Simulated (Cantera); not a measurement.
Input: 1 mol CuO, 3 mol CO, equilibrated at 900 K and 0.240 Torr.

Equilibrium computed with Cantera from the NASA thermochemical tables; the gas is ideal and each condensed phase is pure. Candidate condensed phases: C, Cu, CuO, Cu2O; 15 gas species. The numbers say what is thermodynamically allowed, not how fast it happens.

Base state: CO 0.667, CO2 0.333 (mole fractions); condensed: Cu(s).

What changes in the equilibrium state with this change: temperature from 900 K to 1748 K?


```tsv
species	before	after
CO	0.667	0.500
CO2	0.333	0.250
Cu	<1e-9	0.250
Cu2	<1e-9	0.000104
O	<1e-9	1.35e-5
O2	<1e-9	1.09e-5
Cu(s), mol	1.00	0
```
